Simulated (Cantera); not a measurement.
Charge: 1 mol HF, 3.9 mol H2, 0.14 mol O2, equilibrated at 2273.15 K and 75.0 Torr.

Method: chemical equilibrium by Gibbs-energy minimisation in Cantera with the NASA 1993 tables (ideal gas, pure condensed phases). Candidate condensed phases: H2O; 22 gas species. Equilibrium is a limit: real reactors are often held back by kinetics, nucleation or transport.

Base state: H2 0.719, HF 0.202, H2O 0.0562, H 0.0225, OH 0.000274 (mole fractions); condensed: gas only.

Task: What changes in the equilibrium state with this change: temperature from 2273.15 K to 2473 K?

Result: 
```csv
species,before,after
H2,0.719,0.688
HF,0.202,0.198
H,0.0225,0.0585
H2O,0.0562,0.0545
O,5.89e-6,5.22e-5
F,6.90e-6,3.28e-5
OH,0.000274,0.000930
```
